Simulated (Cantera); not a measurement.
An adiabatic, constant-volume homogeneous reactor starts with CH4 : C2H6 : C3H8 : O2 : N2 : H2O = 1 : 0.088 : 0.38 : 4.21 : 15.8 : 4.4 (molar parts), at 1800 K and 100000 Pa. Integrator tolerance rtol = 1e-08.

Detailed kinetics in Cantera: GRI-Mech 3.0 (53 species, 325 reactions). GRI-Mech 3.0 was tuned for natural gas; its chemistry of propane as a main component is partial and can be far from experiment.

### Question
What does this change do: initial temperature 1800 to 1050 K?

### Answer
```tsv
quantity	before	after
time of steepest temperature rise	17.5 µs	0.105 s
temperature at 3.00 s	2816 K	2589 K
equilibrium temperature	2816 K	2589 K
x(CH4) at 3.00 s	<1e-12 (gas-phase equilibrium <1e-12)	<1e-12 (gas-phase equilibrium <1e-12)
x(C2H6) at 3.00 s	<1e-12 (gas-phase equilibrium <1e-12)	<1e-12 (gas-phase equilibrium <1e-12)
x(C3H8) at 3.00 s	<1e-12 (gas-phase equilibrium <1e-12)	<1e-12 (gas-phase equilibrium <1e-12)
x(NO2) at 3.00 s	2.85e-6 (gas-phase equilibrium 2.85e-6)	1.73e-6 (gas-phase equilibrium 1.73e-6)
x(CH2O) at 3.00 s	7.74e-10 (gas-phase equilibrium 7.74e-10)	3.19e-10 (gas-phase equilibrium 3.19e-10)
```

### Question
What does this change do: initial temperature 1800 to 1398 K?

### Answer
```json
[
 {"quantity": "time of steepest temperature rise", "before": "17.5 µs", "after": "0.370 ms"},
 {"quantity": "temperature at 3.00 s", "before": "2816 K", "after": "2701 K"},
 {"quantity": "equilibrium temperature", "before": "2816 K", "after": "2701 K"},
 {"quantity": "x(CH4) at 3.00 s", "before": "<1e-12 (gas-phase equilibrium <1e-12)", "after": "<1e-12 (gas-phase equilibrium <1e-12)"},
 {"quantity": "x(C2H6) at 3.00 s", "before": "<1e-12 (gas-phase equilibrium <1e-12)", "after": "<1e-12 (gas-phase equilibrium <1e-12)"},
 {"quantity": "x(C3H8) at 3.00 s", "before": "<1e-12 (gas-phase equilibrium <1e-12)", "after": "<1e-12 (gas-phase equilibrium <1e-12)"},
 {"quantity": "x(NO2) at 3.00 s", "before": "2.85e-6 (gas-phase equilibrium 2.85e-6)", "after": "2.28e-6 (gas-phase equilibrium 2.28e-6)"},
 {"quantity": "x(CH2O) at 3.00 s", "before": "7.74e-10 (gas-phase equilibrium 7.74e-10)", "after": "5.15e-10 (gas-phase equilibrium 5.15e-10)"}
]
```
